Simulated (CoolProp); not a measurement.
Properties of R410A along the isobar 1.01 bar (Tc = 344.5 K, pc = 49.01 bar, ω = 0.296).

Values from CoolProp's reference Helmholtz-energy equation of state, Lemmon 2003. It is a pseudo-pure fit of the blend.

```
T (K)  phase  density (kg/m³)  cp (kJ/(kg K))  fugacity coefficient
-----  -----  ---------------  --------------  --------------------
252.2    gas       (withheld)          0.7787                0.9755
274.9    gas            3.266          0.7960                0.9825
297.6    gas            3.002      (withheld)                0.9870
320.4    gas            2.780          0.8521                0.9901
343.1    gas            2.590      (withheld)                0.9922
365.8    gas            2.425          0.9165                0.9938
388.5    gas            2.281      (withheld)                0.9950
411.2    gas            2.153      (withheld)                0.9960
434      gas            2.038           1.013                0.9967
456.7    gas            1.936      (withheld)                0.9973
479.4    gas            1.843      (withheld)                0.9978
```

Q: What belongs in the gaps?

A: 
- 252.2, density (kg/m³): 3.586
- 297.6, cp (kJ/(kg K)): 0.8221
- 343.1, cp (kJ/(kg K)): 0.8839
- 388.5, cp (kJ/(kg K)): 0.9490
- 411.2, cp (kJ/(kg K)): 0.9811
- 456.7, cp (kJ/(kg K)): 1.043
- 479.4, cp (kJ/(kg K)): 1.072
